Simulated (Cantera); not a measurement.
Cantera run:

```python
import numpy as np
import cantera as ct

gas_names = """
    Fe FeO Fe(OH)2 H HO2 H2 H2O H2O2 O OH O2 O3
""".split()
cond_names = """
    Fe(a) Fe(c) Fe(d) Fe(L) FeO(s) FeO(L) Fe(OH)2(s) Fe(OH)3(s) Fe2O3(s) Fe3O4(s) H2O(s) H2O(L)
""".split()


# ... load() reads the species with a 1 bar reference pressure and builds the phases ...
atoms = {
    'Fe3O4': {'Fe': 3, 'O': 4},
    'H2': {'H': 2},
}
top_T = {'Fe2O3(s)': 1830, 'Fe3O4(s)': 1870}  # K; cautious upper limits of use, not melting points


# ... equilibrate(T, P, feed) seeds the gas with the atoms and calls Mixture.equilibrate('TP', solver="vcs", rtol=1e-11, max_steps=5000) ...
results = []
feed = {'Fe3O4': 1, 'H2': 390}  # mol
P = 21  # Pa
for T in [723, 873, 1023, 1173, 1323, 1473, 1623, 1773, 1923]:
    mix = equilibrate(T, P, feed)
    results.append((T, P, feed, dict(zip(mix.species_names, mix.species_moles))))

top = {s: max(r[3][s] / sum(r[3][g] for g in gas_names) for r in results) for s in gas_names}
cols = sorted((s for s in top if top[s] > 1e-06), key=lambda s: -top[s])[:5]
seen = [c for c in cond_names if any(r[3].get(c, 0) > 1e-12 for r in results)]
print("log10 of partial pressures in bar; condensed amounts in mol")
print(f"{'T/K':>10s}" + "".join(f"{s[:9]:>10s}" for s in cols + seen))
for T, P, feed, n in results:
    ng = sum(n[g] for g in gas_names)
    print(f"{T:10.4g}" + "".join(f"{np.log10(max(n[s] / ng * P / 1e5, 1e-99)):10.3f}" for s in cols)
          + "".join(f"{n.get(c, 0):10.4g}" for c in seen))
```

It prints:

```
log10 of partial pressures in bar; condensed amounts in mol
       T/K        H2         H       H2O        Fe        OH     Fe(a)     Fe(c)
       723    -3.682   -14.915    -5.667   -22.060   -20.841         3         0
       873    -3.682   -12.171    -5.667   -16.942   -17.299         3         0
      1023    -3.682   -10.224    -5.667   -13.348   -14.789         3         0
      1173    -3.682    -8.770    -5.667   -10.707   -12.916         3         0
      1323    -3.682    -7.641    -5.667    -8.682   -11.465         0     2.996
      1473    -3.683    -6.739    -5.667    -7.078   -10.308         0     2.845
      1623    -3.688    -6.004    -5.671    -5.796    -9.366         0         0
      1773    -3.694    -5.393    -5.675    -5.799    -8.582         0         0
      1923    -3.714    -4.883    -5.687    -5.809    -7.921         0         0
```

These are equilibrium values from Cantera (NASA tables, ideal gas, pure condensed phases), not measurements of a reactor.
